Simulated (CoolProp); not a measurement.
n-nonane at 477.4 K and 0.205 MPa flows at 5.2 m/s in a round tube of 10 mm bore and 45 µm roughness, fully developed (64/Re and Nu = 3.66 if laminar; Colebrook and Gnielinski if turbulent). Each further row changes one setting.

Values from CoolProp's reference Helmholtz-energy equation of state, Lemmon 2006. It is a short technical equation, of lower accuracy than the large ones.

```json
[
 {"case": "as stated", "Reynolds number": "43800", "Darcy friction factor": "0.0316", "pressure drop (Pa/m)": "306", "heat-transfer coefficient (W/(m² K))": "406", "mass flow (kg/h)": "10.5"},
 {"case": "velocity 10.4 m/s", "Reynolds number": "87700", "Darcy friction factor": "0.0306", "pressure drop (Pa/m)": "1190", "heat-transfer coefficient (W/(m² K))": "792", "mass flow (kg/h)": "21.1"},
 {"case": "diameter 20 mm", "Reynolds number": "87700", "Darcy friction factor": "0.0259", "pressure drop (Pa/m)": "126", "heat-transfer coefficient (W/(m² K))": "333", "mass flow (kg/h)": "42.2"}
]
```

Viscosity comes from a separate model (Huber 2004). Thermal conductivity comes from a separate model (Huber 2005).
